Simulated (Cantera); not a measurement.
Thermodynamics of silicon epitaxy and polysilicon growth, feed Si2Cl6 + H2 + HCl

Charge: 1 mol Si2Cl6, 18 mol H2, 0.075 mol HCl, at 1150 °C and 1.50 Torr.

These are equilibrium values from Cantera (NASA tables, ideal gas, pure condensed phases), not measurements of a reactor. Candidate condensed phases: Si; 19 gas species. The feed counts by its element totals alone. The tables' values for SiCl3 are old estimates; treat these amounts as uncertain. Equilibrium is a limit: real reactors are often held back by kinetics, nucleation or transport.

The x(H2) comes out as 0.788 and the x(HCl) is 0.137. The x(SiCl2) comes out as 0.0719, the x(SiCl3) is 0.00209 and the x(SiCl4) is 0.000240. The x(H) is 0.000132, the x(SiHCl3) is 0.000107 and the x(Cl) is 1.88e-5. The x(SiCl) is 7.68e-6, the n(Si(s)) is 0.434 mol and the gas amount comes out as 21.05 mol.
